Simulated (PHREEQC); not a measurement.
A solution holds 0.11 mol CuSO4 and 0.00023 mol FeCl3 per kg of water, at 25 °C. Closed to the air; pH follows from the charge balance.

The numbers come from PHREEQC with the ion-association model, phreeqc.dat.

Each row changes one thing in this solution. This is a speciation only: nothing precipitates in the calculation.

```
case                                     pH  ionic strength (mol/kgw)  Cl- (mol/kgw)  HSO4- (mol/kgw)  Fe(OH)2+ (mol/kgw)  FeOH+2 (mol/kgw)  SI of Goethite (FeOOH)  SI of Hematite (Fe2O3)
-------------------------------------  ----  ------------------------  -------------  ---------------  ------------------  ----------------  ----------------------  ----------------------
as made                                4.09                     0.225       0.000659         0.000168             9.51e-5           6.09e-5                   +6.60                  +15.22
temperature from 25 to 30 °C           4.07                     0.223       0.000651         0.000193            0.000108           6.01e-5                   +6.61                  +15.25
FeCl3 from 0.00023 to 0.0023 mol/kgw   3.55                     0.230        0.00658         0.000565            0.000181          0.000404                   +6.34                  +14.70
FeCl3 from 0.00023 to 0.00115 mol/kgw  3.71                     0.227        0.00329         0.000394            0.000164          0.000250                   +6.46                  +14.94
temperature from 25 to 75 °C           3.96                     0.218       0.000515         0.000721            0.000186           3.42e-5                   +6.48                  +15.16
```

Species that the database lacks are ignored. Some of these states are supersaturated (in Fe(OH)3(a), Hematite (slow to form), Goethite (slow to form), for instance). Constants without temperature data keep their 25 °C values here.
